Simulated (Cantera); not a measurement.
## Equilibrium for abatement and gas-phase synthesis: S + H2O + O2

Feed: 1 mol S, 8.7 mol H2O, 1.7 mol O2, at 16.0 Pa.

Equilibrium computed with Cantera from the NASA thermochemical tables; the gas is ideal and each condensed phase is pure. Candidate condensed phases: H2O, H2SO4, S; 34 gas species. Ions and electrons are included (thermal ionisation). Rates play no part.

```
T (K)  log p H  log p O  log p H2  log p O2  log p OH  log p S  log p H2O  log p SO  log p SO2
-----  -------  -------  --------  --------  --------  -------  ---------  --------  ---------
2500     -4.10    -4.37     -5.01     -5.05     -5.09    -5.81      -5.31     -5.48      -5.75
3000     -4.04    -4.20     -6.48     -6.51     -6.43    -5.30      -8.39     -6.67      -8.72
3500     -4.04    -4.20     -7.62     -7.78     -7.55    -5.28     -10.79     -7.98     -11.42
4000     -4.04    -4.20     -8.48     -8.74     -8.39    -5.28     -12.60     -8.98     -13.46
4500     -4.04    -4.20     -9.16     -9.49     -9.05    -5.29     -14.02     -9.77     -15.07
5000     -4.04    -4.20     -9.70    -10.09     -9.59    -5.31     -15.15    -10.42       <-15
```
log p: log10 of the partial pressure in bar; nothing condenses.

From 2500 K to 5000 K nothing is condensed.
